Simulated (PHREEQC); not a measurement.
Dissolve 0.0014 mol HI per kg of water at 25 °C. Closed to the air; pH follows from the charge balance.

Equilibrium calculation in PHREEQC: ion-association model, wateq4f.dat.

```
Item                       Result
----------------  ---------------
pH                           2.87
ionic strength    0.00140 mol/kgw
total alkalinity     -1.40 meq/kg
```

```csv
species,molality,activity,log γ
H+,0.00140,0.00135,-0.017
I-,0.00140,0.00134,-0.018
```

No solid was allowed to form.
